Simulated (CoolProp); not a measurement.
Vapour-liquid equilibrium of dimethyl ether (1) + n-pentane (2) at 254.8 K; x and y are mole fractions of (1).

The numbers come from the multi-fluid Helmholtz-energy mixture model, Wu 2011 and Thol 2019; pair parameters Bell 2016 in CoolProp.

Give the bubble pressure and the first vapour's composition at x = 0.05, 0.8, 0.95. Is there an azeotrope?

x = 0.05: 0.01392 MPa, y = 0.327; x = 0.8: 0.1156 MPa, y = 0.976; x = 0.95: 0.1278 MPa, y = 0.992. No azeotrope shows between x = 0.05 and 0.95.

The pair parameters rest on a limited set of measurements; away from them the model extrapolates. The gap from Raoult's law changes sign with composition, which may be real or a fault of the pair parameters; it wasn't checked against measurements.
